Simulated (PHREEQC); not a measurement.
Make-up at 15 °C: 0.081 mmol/kgw Ag2SO4 and 14 mmol/kgw HNO3. Closed to the air; pH follows from the charge balance.

Equilibrium calculation in PHREEQC: ion-association model, wateq4f.dat.

The ionic strength comes out as 0.0142 mol/kgw. What activity coefficients do H+, Ag+, SO4-2, NO3-, HSO4- get?

H+ 0.90, Ag+ 0.89, SO4-2 0.63, NO3- 0.89, HSO4- 0.89.

Precipitation was switched off in this run.
